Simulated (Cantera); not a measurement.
A closed system holds: 1 mol Si2Cl6, 85 mol N2, equilibrated at 1048.15 K and 75.0 Torr.

Method: chemical equilibrium by Gibbs-energy minimisation in Cantera with the NASA 1993 tables (ideal gas, pure condensed phases). Candidate condensed phases: Si, Si3N4; 13 gas species. The feed counts by its element totals alone. N2 is the only nitrogen source here; it is nearly inert below about 1500 K, so the nitride shown seldom forms there in practice. The tables' values for SiCl3 are old estimates; treat these amounts as uncertain. Kinetics and transport are ignored.

Base state: N2 0.983, SiCl4 0.0174, SiCl3 2.85e-5 (mole fractions); condensed: Si3N4(s).

Question: What changes in the equilibrium state with this change: temperature from 1048.15 K to 1373 K?

Answer: 
| species | before | after |
|---|---|---|
| N2 | 0.983 | 0.981 |
| SiCl4 | 0.0174 | 0.0149 |
| SiCl3 | 2.85e-5 | 0.00225 |
| SiCl2 | 8.55e-7 | 0.00157 |
| Si3N4(s), mol | 0.166 | 0.128 |
